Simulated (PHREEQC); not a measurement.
Solution A (0.00098 mol/kgw Cu(NO3)2) is mixed with solution B (0.0021 mol PbCl2 per kg of water) at 25 °C; shares are by mass of water, 1 kg in all. O2 is buffered at 0.21 atm. The system is closed to CO2. Precipitation was switched off in this run.

The numbers come from PHREEQC with the ion-association model, wateq4f.dat.

Task: Predict Pb+2 (mol/kgw), PbCl+ (mol/kgw) at share of solution B = 0, 0.3, 1.

Result: 
```
share of solution B  Pb+2 (mol/kgw)  PbCl+ (mol/kgw)
-------------------  --------------  ---------------
0                                 0                0
0.3                        0.000596          2.24e-5
1                           0.00188         0.000215
```
